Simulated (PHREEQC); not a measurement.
Synthetic water in mg/L, 56 °C, pH 1.87, pe 11.8:

```
constituent   mg/L
-----------  -----
Na            76.4
K             82.1
Ca             198
Mg            11.2
Cl            41.2
S(6) as SO4   2010
B            0.313
Zn            4.13
Si as SiO2    1.17
Mn(2)         4.73
Pb            50.3
```

Valence states are taken as typed.

Equilibrium calculation in PHREEQC: ion-association model, phreeqc.dat.

The ionic strength comes out as 0.0396 mol/kgw. What activity coefficients do PbCl+, H+, Mn+2, K+, Na+ get?

PbCl+ 0.83, H+ 0.86, Mn+2 0.49, K+ 0.82, Na+ 0.83.

Precipitation was switched off in this run. Examples of supersaturated solids here: Anglesite. Others may be too. Away from 25 °C the constants follow the database's enthalpies or fits; those with neither stay at their 25 °C values.
